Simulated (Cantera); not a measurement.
A perfectly stirred reactor is fed with 8.12 % CH4, 0.422 % H2, 14.9 % O2, 56.2 % N2, 20.3 % H2O, equivalence ratio 1.1, at 7500 Torr; it is adiabatic with a 675 K inlet, and is followed from long to short residence time, starting on the burning branch (τ in s: 0.058, 0.024, 0.01, 0.0042, 0.0018, 0.00073, 0.0003, 0.00013, 5.3e-05, 2.2e-05).

Computed with Cantera and GRI-Mech 3.0 (53 species, 325 reactions).

One state of this run: T (K) = 2053; x CH4 = 0.000525; x H2 = 0.0174; x O2 = 0.00444; x N2O = 1.01e-7; x NO = 6.35e-5; x CH3 = 0.000179. x: mole fraction; the columns are a selection and need not sum to one.

Problem. Which value of τ (s) does it belong to?
A. 0.058
B. 0.00030
C. 0.00013
D. 0.00073

Solution. B, 0.00030
